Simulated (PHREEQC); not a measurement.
# Nickel, zinc or cadmium bath: speciation

Consider water at 45 °C with 0.037 mol ZnCl2, 0.11 mol Na2SO4 and 0.064 mol HCl per kg of water. Closed to the air; pH follows from the charge balance.

The numbers come from PHREEQC with the ion-association model, phreeqc.dat.

This is a speciation only: nothing precipitates in the calculation.

Task: What pH does the model give?

Result: pH 1.72.

Task: In which forms is S present?

Result: SO4-2 38 %, HSO4- 36 %, NaSO4- 10 %, ZnSO4 9.9 %, Zn(SO4)2-2 5.4 % of the S.

Complexes and solids missing from the database can't appear. Away from 25 °C the constants follow the database's enthalpies or fits; those with neither stay at their 25 °C values.
